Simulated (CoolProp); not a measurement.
Vapour-liquid equilibrium of R227EA (1) + isobutane (2) at 317 kPa; x and y are mole fractions of (1).

Values from CoolProp's multi-fluid Helmholtz-energy mixture model, Lemmon 2016 and Bücker 2006; pair parameters Bell 2016.

### Question
Give the bubble temperature and the first vapour's composition at x = 0.05, 0.35, 0.65. Is there an azeotrope?

### Answer
x = 0.05: 16.2 °C, y = 0.178; x = 0.35: 6.9 °C, y = 0.490; x = 0.65: 6.4 °C, y = 0.598. y crosses x between x = 0.55 and 0.65: the model has an azeotrope there.

The pair parameters rest on a limited set of measurements; away from them the model extrapolates.
